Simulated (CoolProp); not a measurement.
The numbers come from the reference Helmholtz-energy equation of state, Thol 2018 in CoolProp.

### Question
Give the vapour pressure (kPa), vapour density (kg/m³), enthalpy of vaporisation (kJ/kg), liquid cp (kJ/(kg K)) of saturated hydrogen chloride at 254.5 K.

### Answer
```json
[
 {"T (K)": "254.5", "p (kPa)": "1540", "vapour density (kg/m³)": "32.3", "enthalpy of vaporisation (kJ/kg)": "351", "liquid cp (kJ/(kg K))": "1.85"}
]
```
